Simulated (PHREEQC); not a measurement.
A solution holds 3.3e-05 mol/kgw Ca(HCO3)2, 0.00092 mol/kgw CO2 and 0.00035 mol/kgw MgSO4, at 45 °C. Closed to the air; pH follows from the charge balance.

All values are PHREEQC results (ion-association model, phreeqc.dat), not measurements.

| quantity | before | after |
|---|---|---|
| pH | 5.17 | 3.58 |
| ionic strength (mol/kgw) | 0.00139 | 0.00105 |
| CO2 (mol/kgw) | 0.000913 | 0.000984 |
| HCO3- (mol/kgw) | 7.30e-5 | 1.99e-6 |

### Question
Name the change that produced these shifts.
A) MgSO4 left out
B) MgSO4 replaced by NH4HSO4 at the same molality
C) Ca(HCO3)2 left out
D) MgSO4 from 0.00035 to 0.000385 mol/kgw
E) CO2 left out

### Answer
B, MgSO4 replaced by NH4HSO4 at the same molality

This is a speciation only: nothing precipitates in the calculation. Away from 25 °C the constants follow the database's enthalpies or fits; those with neither stay at their 25 °C values.
